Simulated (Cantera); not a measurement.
An adiabatic, constant-pressure homogeneous reactor starts with H₂ : O₂ : N₂ : NO = 1 : 0.333 : 1.25 : 0.0062 (molar parts), at 1425 K and 10.0 bar. Integrator tolerance rtol = 1e-08.

Detailed kinetics in Cantera: GRI-Mech 3.0 (53 species, 325 reactions). The hydrogen kinetics of GRI-Mech 3.0 are dated; newer H2 mechanisms differ, most at raised pressure. Above 3000 K some thermodynamic fits are extrapolated.

**Question.** What does this change do: pressure from 10.0 bar to 5.00 bar?

**Answer.** 
| quantity | before | after |
|---|---|---|
| time of steepest temperature rise | 2.10 µs | 3.72 µs |
| temperature at 7.00 s | 3009 K | 2960 K |
| equilibrium temperature | 3009 K | 2960 K |
| x(H₂) at 7.00 s | 0.144 (gas-phase equilibrium 0.144) | 0.144 (gas-phase equilibrium 0.144) |
| x(O₂) at 7.00 s | 0.000784 (gas-phase equilibrium 0.000784) | 0.00110 (gas-phase equilibrium 0.00110) |
| x(NO) at 7.00 s | 0.00246 (gas-phase equilibrium 0.00246) | 0.00273 (gas-phase equilibrium 0.00273) |
| x(N₂) at 7.00 s | 0.544 (gas-phase equilibrium 0.544) | 0.542 (gas-phase equilibrium 0.542) |
| x(O) at 7.00 s | 0.00104 (gas-phase equilibrium 0.00104) | 0.00147 (gas-phase equilibrium 0.00147) |
| x(HO₂) at 7.00 s | 1.91e-6 (gas-phase equilibrium 1.91e-6) | 1.88e-6 (gas-phase equilibrium 1.88e-6) |
| x(H) at 7.00 s | 0.0196 (gas-phase equilibrium 0.0196) | 0.0238 (gas-phase equilibrium 0.0238) |

**Question.** What does this change do: H2 1 to 1.3 parts?

**Answer.** 
```tsv
quantity	before	after
time of steepest temperature rise	2.10 µs	2.21 µs
temperature at 7.00 s	3009 K	2910 K
equilibrium temperature	3009 K	2910 K
x(H₂) at 7.00 s	0.144 (gas-phase equilibrium 0.144)	0.238 (gas-phase equilibrium 0.238)
x(O₂) at 7.00 s	0.000784 (gas-phase equilibrium 0.000784)	0.000123 (gas-phase equilibrium 0.000123)
x(NO) at 7.00 s	0.00246 (gas-phase equilibrium 0.00246)	0.000811 (gas-phase equilibrium 0.000811)
x(N₂) at 7.00 s	0.544 (gas-phase equilibrium 0.544)	0.484 (gas-phase equilibrium 0.484)
x(O) at 7.00 s	0.00104 (gas-phase equilibrium 0.00104)	0.000290 (gas-phase equilibrium 0.000290)
x(HO₂) at 7.00 s	1.91e-6 (gas-phase equilibrium 1.91e-6)	3.80e-7 (gas-phase equilibrium 3.80e-7)
x(H) at 7.00 s	0.0196 (gas-phase equilibrium 0.0196)	0.0185 (gas-phase equilibrium 0.0185)
```
